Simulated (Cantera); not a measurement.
Silicon etching in halogen gases: Si + SF6 + N2

A closed system holds: 1 mol Si, 1.2 mol SF6, 30 mol N2, held at 502 °C and 12.0 mbar.

Equilibrium computed with Cantera from the NASA thermochemical tables; the gas is ideal and each condensed phase is pure. Candidate condensed phases: S, Si, Si3N4; 29 gas species. The tables' values for S2F2 (SSF2), SF3 are old estimates; treat these amounts as uncertain. Rates play no part.

```yaml
x(N2): 0.940
x(SiF4): 0.0313
x(SF4): 0.0195
x(S2F2 (SSF2)): 0.00853
x(SF6): 0.000771
x(SF2): 0.000196
x(SF3): 7.89e-5
gas_amount: 31.93 mol
log10 activity of S(l) (absent): -5.25
log10 activity of Si(s) (absent): -62.50
```
